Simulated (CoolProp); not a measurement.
The fluid at 298.15 K and 0.31 MPa is throttled through a valve to 0.013 MPa with no heat exchange. The same conditions are run with several fluids, on thermodynamics alone (safety and materials aside).

Computed with CoolProp (reference Helmholtz-energy equation of state of each fluid (methane: Setzmann 1991; hydrogen sulfide: Lemmon 2006; nitrous oxide: Lemmon 2006; CF4 (R14): Platzer 1990; fluorine: de Reuck 1990)). The equations of Platzer and Polt are older, rougher fits.

```csv
fluid,temperature change (K),final density (kg/m³)
methane,?,?
hydrogen sulfide,?,?
nitrous oxide,-3.3,0.234
CF4 (R14),?,0.464
fluorine,?,?
```

Task: What belongs in the gaps?

Result: 
- methane, temperature change (K): -1.3
- methane, final density (kg/m³): 0.0845
- hydrogen sulfide, temperature change (K): -5.2
- hydrogen sulfide, final density (kg/m³): 0.182
- CF4 (R14), temperature change (K): -1.6
- fluorine, temperature change (K): -0.6
- fluorine, final density (kg/m³): 0.200
